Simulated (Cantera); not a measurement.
What does this Cantera script print?

```python
import numpy as np
import cantera as ct

gas = ct.Solution("gri30.yaml")
gas.TPX = 2150, 1200000, {'CH4': 1, 'H2O': 0.38, 'H2': 0.16}
inlet = ct.Reservoir(gas, clone=True)

reactor = ct.IdealGasConstPressureReactor(gas, energy="off", clone=False)
exhaust = ct.Reservoir(gas, clone=True)
tau = [7.1, 3, 1.3, 0.55, 0.23, 0.098, 0.042, 0.018, 0.0075, 0.0032][0]
for a, b in ((inlet, reactor), (reactor, exhaust)):
    ct.MassFlowController(a, b, mdot=lambda t: reactor.mass / tau)
net = ct.ReactorNet([reactor])
show = ['CH4', 'H2O', 'H2', 'HO2', 'CH2CO']

rows = []
print(f"{'tau/s':>10s}{'T/K':>9s}" + "".join(f"{s:>11s}" for s in show))
for tau in [7.1, 3, 1.3, 0.55, 0.23, 0.098, 0.042, 0.018, 0.0075, 0.0032]:
    net.initial_time = 0.0
    net.advance(30 * tau)
    before = gas.X
    net.advance(40 * tau)
    drift = np.max(np.abs(gas.X - before) / (gas.X + 1e-9))
    rows.append([gas.T, *gas[show].X, drift])
    print(f"{tau:10.3e}{gas.T:9.1f}" + "".join(f"{x:11.3e}" for x in gas[show].X))
```

Output:

```
     tau/s      T/K        CH4        H2O         H2        HO2      CH2CO
 7.100e+00   2150.0  1.615e-02  4.510e-05  7.499e-01  9.636e-19  2.035e-06
 3.000e+00   2150.0  1.617e-02  9.355e-05  7.499e-01  4.064e-18  2.056e-06
 1.300e+00   2150.0  1.622e-02  2.030e-04  7.498e-01  1.895e-17  2.105e-06
 5.500e-01   2150.0  1.632e-02  4.652e-04  7.495e-01  9.904e-17  2.222e-06
 2.300e-01   2150.0  1.658e-02  1.090e-03  7.488e-01  5.429e-16  2.501e-06
 9.800e-02   2150.0  1.715e-02  2.499e-03  7.474e-01  2.853e-15  3.134e-06
 4.200e-02   2150.0  1.839e-02  5.588e-03  7.442e-01  1.428e-14  4.538e-06
 1.800e-02   2150.0  2.090e-02  1.198e-02  7.376e-01  6.583e-14  7.518e-06
 7.500e-03   2150.0  2.573e-02  2.437e-02  7.249e-01  2.748e-13  1.361e-05
 3.200e-03   2150.0  3.364e-02  4.379e-02  7.047e-01  8.987e-13  2.398e-05
```

Model: GRI-Mech 3.0 (53 species, 325 reactions), integrated in Cantera. GRI-Mech 3.0 stops at C3 and has no aromatics, soot or wall deposition, so with more carbon than oxygen in the feed, carbon stays in small species such as C2H2 where larger ones or solid carbon would form. The pressure lies above the range GRI-Mech 3.0 was tuned for (to about 10 atm).
